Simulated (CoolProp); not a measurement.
Saturation properties of C2F6 (R116) (Tc = 19.9 °C, pc = 3.048 MPa, ω = 0.257).

Computed with CoolProp (reference Helmholtz-energy equation of state, Lemmon 2006). It is a short technical equation, of lower accuracy than the large ones.

```csv
T (°C),p (MPa),liquid density (kg/m³),liquid cp (kJ/(kg K)),surface tension (mN/m)
-39.85,0.5432,1417,1.066,6.04
-37.95,0.5814,1407,1.075,5.80
-36.05,0.6214,1396,1.084,5.57
-34.05,0.6658,1384,1.093,5.32
-32.15,0.7101,1373,1.103,5.09
-30.25,0.7565,1362,1.113,4.87
-28.25,0.8078,1349,1.125,4.63
-26.35,0.8588,1338,1.136,4.40
-24.45,0.9123,1325,1.148,4.18
-22.45,0.9711,1312,1.162,3.95
-20.55,1.030,1300,1.176,3.73
-18.65,1.091,1287,1.191,3.51
-16.65,1.158,1272,1.208,3.29
-14.75,1.224,1259,1.225,3.08
```

It boils at -78.1 °C under 1 atm.

Surface tension comes from a separate correlation (Mulero 2012).
